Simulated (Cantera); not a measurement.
An isothermal, constant-pressure homogeneous reactor starts with 0.688 % CO, 2.96 % O2, 0.793 % H2O, 95.6 % N2, equivalence ratio 0.12, at 1050 K and 1000000 Pa.

Detailed kinetics in Cantera: GRI-Mech 3.0 (53 species, 325 reactions).

**Question.** Predict: x(CO) at 1.00 s; x(O2) at 1.00 s; x(H2O) at 1.00 s; x(HO2) at 1.00 s; x(OH) at 1.00 s; x(H2O2) at 1.00 s.

**Answer.** 
| Quantity | Result |
|---|---|
| x(CO) at 1.00 s | 0.00184 (gas-phase equilibrium 4.16e-12) |
| x(O2) at 1.00 s | 0.0272 (gas-phase equilibrium 0.0263) |
| x(H2O) at 1.00 s | 0.00795 (gas-phase equilibrium 0.00796) |
| x(HO2) at 1.00 s | 1.29e-6 (gas-phase equilibrium 2.10e-10) |
| x(OH) at 1.00 s | 2.88e-8 (gas-phase equilibrium 2.76e-8) |
| x(H2O2) at 1.00 s | 1.46e-7 (gas-phase equilibrium 2.11e-11) |
